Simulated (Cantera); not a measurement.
**Transport properties of process gases**

Gas mixture: 100 % NO, at 750 Torr, frozen composition.

Cantera's kinetic-theory transport with the Lennard-Jones parameters of GRI-Mech 3.0, ideal gas; thermal conductivity in the mixture-averaged form. The composition is frozen, though it would react at the higher temperatures.

```json
[
 {"T (K)": "400", "ρ (kg/m³)": "0.902", "cp (J/kg/K)": "998.6", "μ (µPa s)": "23.1", "λ (mW/m/K)": "32.4", "Pr": "0.712", "D (cm²/s) H": "2.06", "D (cm²/s) H2": "1.28", "D (cm²/s) CH3": "0.375"},
 {"T (K)": "550", "ρ (kg/m³)": "0.656", "cp (J/kg/K)": "1028", "μ (µPa s)": "28.9", "λ (mW/m/K)": "42.0", "Pr": "0.707", "D (cm²/s) H": "3.57", "D (cm²/s) H2": "2.19", "D (cm²/s) CH3": "0.651"},
 {"T (K)": "700", "ρ (kg/m³)": "0.516", "cp (J/kg/K)": "1067", "μ (µPa s)": "34.0", "λ (mW/m/K)": "51.3", "Pr": "0.707", "D (cm²/s) H": "5.38", "D (cm²/s) H2": "3.27", "D (cm²/s) CH3": "0.982"},
 {"T (K)": "850", "ρ (kg/m³)": "0.425", "cp (J/kg/K)": "1104", "μ (µPa s)": "38.6", "λ (mW/m/K)": "60.2", "Pr": "0.708", "D (cm²/s) H": "7.47", "D (cm²/s) H2": "4.52", "D (cm²/s) CH3": "1.36"},
 {"T (K)": "1000", "ρ (kg/m³)": "0.361", "cp (J/kg/K)": "1133", "μ (µPa s)": "42.9", "λ (mW/m/K)": "68.6", "Pr": "0.709", "D (cm²/s) H": "9.81", "D (cm²/s) H2": "5.92", "D (cm²/s) CH3": "1.79"},
 {"T (K)": "1150", "ρ (kg/m³)": "0.314", "cp (J/kg/K)": "1153", "μ (µPa s)": "47.0", "λ (mW/m/K)": "76.7", "Pr": "0.707", "D (cm²/s) H": "12.4", "D (cm²/s) H2": "7.46", "D (cm²/s) CH3": "2.26"}
]
```
D: mixture-averaged diffusion coefficient of that species in the mixture.
